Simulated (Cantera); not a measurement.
## Equilibrium for calcination and drying: CaCO3 + H2O

Charge: 1 mol CaCO3, a varied amount of H2O, held at 725 K and 1330 Pa.

Equilibrium computed with Cantera from the NASA thermochemical tables; the gas is ideal and each condensed phase is pure. Candidate condensed phases: C, C6H6, C7H8, C8H18, Ca, CaCO3, CaO, Ca(OH)2, H2O; 115 gas species. Rates play no part.

At 0.035 mol H2O the condensed part is CaCO3(calcite). From 0.068 mol H2O to 1.8 mol H2O the condensed part is CaCO3(calcite) + CaO(s).

```json
[
 {"n(H2O) (mol)": "0.035", "x H2O": "0.998", "x CO2": "0.00157", "x H2": "5.67e-10", "n CaCO3(calcite)": "1.000", "n CaO(s)": "0"},
 {"n(H2O) (mol)": "0.068", "x H2O": "0.998", "x CO2": "0.00157", "x H2": "1.73e-9", "n CaCO3(calcite)": "1.000", "n CaO(s)": "0.000107"},
 {"n(H2O) (mol)": "0.13", "x H2O": "0.998", "x CO2": "0.00157", "x H2": "6.91e-10", "n CaCO3(calcite)": "1.000", "n CaO(s)": "0.000204"},
 {"n(H2O) (mol)": "0.25", "x H2O": "0.998", "x CO2": "0.00157", "x H2": "5.87e-10", "n CaCO3(calcite)": "1.000", "n CaO(s)": "0.000393"},
 {"n(H2O) (mol)": "0.49", "x H2O": "0.998", "x CO2": "0.00157", "x H2": "5.71e-10", "n CaCO3(calcite)": "0.999", "n CaO(s)": "0.000770"},
 {"n(H2O) (mol)": "0.95", "x H2O": "0.998", "x CO2": "0.00157", "x H2": "5.71e-10", "n CaCO3(calcite)": "0.999", "n CaO(s)": "0.00149"},
 {"n(H2O) (mol)": "1.8", "x H2O": "0.998", "x CO2": "0.00157", "x H2": "5.76e-10", "n CaCO3(calcite)": "0.997", "n CaO(s)": "0.00283"}
]
```
x: gas mole fraction; n: condensed amount in mol.
